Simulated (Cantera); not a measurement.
**Gas activation for diamond growth**

An isothermal, constant-pressure homogeneous reactor starts with 4.54 % CH4, 94.5 % H2, 0.945 % H, at 1350 K and 0.133 bar.

Cantera simulation using GRI-Mech 3.0 (53 species, 325 reactions); the numbers are that mechanism's predictions, not measurements. GRI-Mech 3.0 stops at C3 and has no aromatics, soot or wall deposition, so with more carbon than oxygen in the feed, carbon stays in small species such as C2H2 where larger ones or solid carbon would form.

```json
[
 {"t (s)": "4.00e-5", "x CH4": "0.0421", "x H2": "0.952", "x H": "0.00290", "x C2H6": "0.000396", "x C2H2": "2.24e-6"},
 {"t (s)": "0.000189", "x CH4": "0.0435", "x H2": "0.954", "x H": "0.000925", "x C2H6": "0.000382", "x C2H2": "1.19e-5"},
 {"t (s)": "0.000894", "x CH4": "0.0442", "x H2": "0.955", "x H": "0.000223", "x C2H6": "0.000153", "x C2H2": "3.69e-5"},
 {"t (s)": "0.00423", "x CH4": "0.0444", "x H2": "0.955", "x H": "5.05e-5", "x C2H6": "4.56e-5", "x C2H2": "7.38e-5"},
 {"t (s)": "0.0200", "x CH4": "0.0444", "x H2": "0.955", "x H": "1.31e-5", "x C2H6": "1.06e-5", "x C2H2": "0.000119"},
 {"t (s)": "0.0946", "x CH4": "0.0444", "x H2": "0.955", "x H": "6.18e-6", "x C2H6": "2.48e-6", "x C2H2": "0.000189"},
 {"t (s)": "0.447", "x CH4": "0.0443", "x H2": "0.955", "x H": "5.73e-6", "x C2H6": "1.73e-6", "x C2H2": "0.000354"},
 {"t (s)": "2.11", "x CH4": "0.0442", "x H2": "0.955", "x H": "5.60e-6", "x C2H6": "1.40e-6", "x C2H2": "0.000528"},
 {"t (s)": "10.0", "x CH4": "0.0437", "x H2": "0.955", "x H": "5.66e-6", "x C2H6": "1.47e-6", "x C2H2": "0.000752"}
]
```
x: mole fraction; the columns are a selection and need not sum to one.

Equilibrium at this temperature and pressure: CH4 0.0372, H2 0.959, H 6.43e-6, C2H6 2.54e-6, C2H2 0.00337 (gas phase only).
